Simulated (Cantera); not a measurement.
A freely propagating, adiabatic, planar premixed flame of H2 : O2 : N2 = 1 : 0.385 : 1.38 (molar parts), equivalence ratio 1.3, unburnt at 350 K and 1.00 bar; mixture-averaged transport, grid criteria slope 0.08 and curve 0.16, no radiation.

Detailed kinetics in Cantera: the H2/O2 subset of GRI-Mech 3.0, which has no nitrogen chemistry. Burning velocities carry a grid error of a few per cent, more on coarse grids.

Question: How do the results move with these cheaper or finer settings: unity-Lewis-number transport; multicomponent transport; multicomponent+Soret transport; grid criteria slope 0.5, curve 1; grid criteria slope 0.25, curve 0.5; grid criteria slope 0.03, curve 0.06?

Answer: 
```csv
setting,laminar burning velocity,thermal thickness,peak x(H2O2),peak x(H),grid points
as above,383 cm/s,0.355 mm,0.000103,0.0702,120
unity-Lewis-number transport,243 cm/s,0.312 mm,2.81e-5,0.0757,105
multicomponent transport,375 cm/s,0.354 mm,0.000104,0.0700,120
multicomponent+Soret transport,353 cm/s,0.344 mm,0.000106,0.0676,121
"grid criteria slope 0.5, curve 1",402 cm/s,0.439 mm,7.97e-5,0.0723,39
"grid criteria slope 0.25, curve 0.5",386 cm/s,0.386 mm,9.17e-5,0.0709,58
"grid criteria slope 0.03, curve 0.06",382 cm/s,0.348 mm,0.000107,0.0701,269
```
Unity Lewis numbers drop preferential diffusion, which matters most where H2 and H carry the flame; Soret adds thermal diffusion.
